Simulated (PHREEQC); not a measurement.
Make-up at 94 °C: 0.19 mol/kgw HF, 0.027 mol/kgw KF and 0.00037 mol/kgw HCl. Closed to the air; pH follows from the charge balance.

Computed with PHREEQC (ion-association model, wateq4f.dat).

```yaml
pH: 2.70
ionic_strength: 0.0293 mol/kgw
total_alkalinity: -190 meq/kg
```

```csv
species,molality,activity,log γ
HF,0.167,0.168,0.003
K+,0.0270,0.0223,-0.084
F-,0.0172,0.0142,-0.084
HF2-,0.0118,0.00968,-0.084
H2F2,0.00458,0.00461,0.003
H+,0.00231,0.00198,-0.066
Cl-,0.000370,0.000305,-0.084
```

Precipitation was switched off in this run. Species that the database lacks are ignored. At this temperature some constants are extrapolated from 25 °C, and those without enthalpy data are left unchanged.
